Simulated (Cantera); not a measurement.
An adiabatic, constant-volume homogeneous reactor starts with 14.8 % CH₄, 10.2 % H₂, 15.8 % O₂, 59.2 % N₂, at 1150 K and 7500 Torr.

Detailed kinetics in Cantera: GRI-Mech 3.0 (53 species, 325 reactions).

### Question
Predict: time of steepest temperature rise; temperature at 6.00 s; equilibrium temperature; x(CH₄) at 6.00 s; x(H₂) at 6.00 s; x(O₂) at 6.00 s; x(N₂O) at 6.00 s; x(HO₂) at 6.00 s.

### Answer
| Property | Value |
|---|---|
| time of steepest temperature rise | 0.502 ms |
| temperature at 6.00 s | 2546 K |
| equilibrium temperature | 2546 K |
| x(CH₄) at 6.00 s | 1.40e-8 (gas-phase equilibrium 1.57e-8) |
| x(H₂) at 6.00 s | 0.212 (gas-phase equilibrium 0.212) |
| x(O₂) at 6.00 s | 9.01e-7 (gas-phase equilibrium 9.01e-7) |
| x(N₂O) at 6.00 s | 9.53e-9 (gas-phase equilibrium 9.53e-9) |
| x(HO₂) at 6.00 s | 3.95e-9 (gas-phase equilibrium 3.95e-9) |
